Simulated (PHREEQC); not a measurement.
Dissolve 0.02 mol/kgw HNO3, 0.064 mol/kgw AlCl3 and 0.011 mol/kgw MnSO4 at 85 °C. Closed to the air; pH follows from the charge balance.

All values are PHREEQC results (ion-association model, phreeqc.dat), not measurements.

The pH comes out as 1.85. The ionic strength comes out as 0.392 mol/kgw, the density is 0.978 g/cm³ and the total alkalinity is -20.0 meq/kg.

```
species  molality  activity   log γ
-------  --------  --------  ------
Cl-         0.190     0.121  -0.198
Al+3       0.0556   0.00423  -1.119
NO3-       0.0200    0.0120  -0.221
H+         0.0186    0.0140  -0.124
Mn+2      0.00920   0.00213  -0.637
AlSO4+    0.00778   0.00508  -0.185
HSO4-     0.00182   0.00128  -0.155
MnCl+     0.00157   0.00104  -0.176
SO4-2     0.00104  0.000199  -0.718
AlOH+2   0.000458   9.69e-5  -0.674
MnSO4    0.000178  0.000195   0.039
```

Precipitation was switched off in this run. At this temperature some constants are extrapolated from 25 °C, and those without enthalpy data are left unchanged.
